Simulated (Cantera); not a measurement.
**Thermodynamics of boron, boron nitride and boron oxide, feed B + H2**

Input: 1 mol B, 4.3 mol H2, held at 17.3 Torr.

Method: chemical equilibrium by Gibbs-energy minimisation in Cantera with the NASA 1993 tables (ideal gas, pure condensed phases). Candidate condensed phases: B; 7 gas species. The tables' values for BH2 are old estimates; treat these amounts as uncertain. Gases not in the tables: B2H6 and higher boranes. Rates play no part.

| T (K) | log p H2 | log p H | log p BH2 | log p B | log p BH | log p BH3 | n B(s) | n B(l) |
|---|---|---|---|---|---|---|---|---|
| 823 | -1.64 | -11.95 | -12.25 | <-13 | <-13 | -10.35 | 1.00 | 0 |
| 973 | -1.64 | -9.79 | -10.32 | <-13 | <-13 | -9.41 | 1.00 | 0 |
| 1123 | -1.64 | -8.19 | -8.92 | <-13 | <-13 | -8.74 | 1.000 | 0 |
| 1273 | -1.64 | -6.97 | -7.85 | <-13 | <-13 | -8.23 | 1.000 | 0 |
| 1423 | -1.64 | -6.00 | -7.01 | -12.76 | -11.93 | -7.84 | 1.000 | 0 |
| 1573 | -1.64 | -5.21 | -6.33 | -10.81 | -10.41 | -7.53 | 1.000 | 0 |
| 1723 | -1.64 | -4.56 | -5.77 | -9.20 | -9.15 | -7.27 | 1.000 | 0 |
| 1873 | -1.64 | -4.01 | -5.31 | -7.86 | -8.10 | -7.06 | 0.999 | 0 |
| 2023 | -1.64 | -3.54 | -4.92 | -6.71 | -7.21 | -6.89 | 0.998 | 0 |
| 2173 | -1.65 | -3.14 | -4.59 | -5.73 | -6.45 | -6.75 | 0.995 | 0 |
| 2323 | -1.67 | -2.80 | -4.31 | -4.87 | -5.79 | -6.64 | 0.988 | 0 |
| 2473 | -1.71 | -2.50 | -4.14 | -4.18 | -5.28 | -6.64 | 0 | 0.971 |
log p: log10 of the partial pressure in bar; n: condensed amount in mol.

From 823 K to 2323 K the condensed part is B(s). At 2473 K the condensed part is B(l).
